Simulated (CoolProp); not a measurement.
Model: reference Helmholtz-energy equation of state, Zhou 2012, in CoolProp.

Task: For p-xylene, give the phase and the Z, cp (kJ/(kg K)), isothermal compressibility (1/MPa) at 620 K and 0.721 MPa; 620 K and 2.59 MPa.

Result: 
- 620 K and 0.721 MPa: gas; Z 0.921, cp 2.30, isothermal compressibility 1.51
- 620 K and 2.59 MPa: gas; Z 0.665, cp 2.76, isothermal compressibility 0.654
